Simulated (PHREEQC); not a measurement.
Dissolve 0.084 mol/kgw HF and 0.0005 mol/kgw NH4F at 25 °C. Closed to the air; pH follows from the charge balance.

Computed with PHREEQC (ion-association model, phreeqc.dat).

- pH: 2.11
- ionic strength: 0.00897 mol/kgw
- total alkalinity: -84.0 meq/kg

```json
[
 {"species": "HF", "molality": "0.0736", "activity": "0.0737", "log γ": "0.001"},
 {"species": "H+", "molality": "0.00847", "activity": "0.00777", "log γ": "-0.038"},
 {"species": "F-", "molality": "0.00700", "activity": "0.00633", "log γ": "-0.044"},
 {"species": "HF2-", "molality": "0.00198", "activity": "0.00179", "log γ": "-0.043"},
 {"species": "NH4+", "molality": "0.000500", "activity": "0.000451", "log γ": "-0.045"}
]
```

No solid was allowed to form.
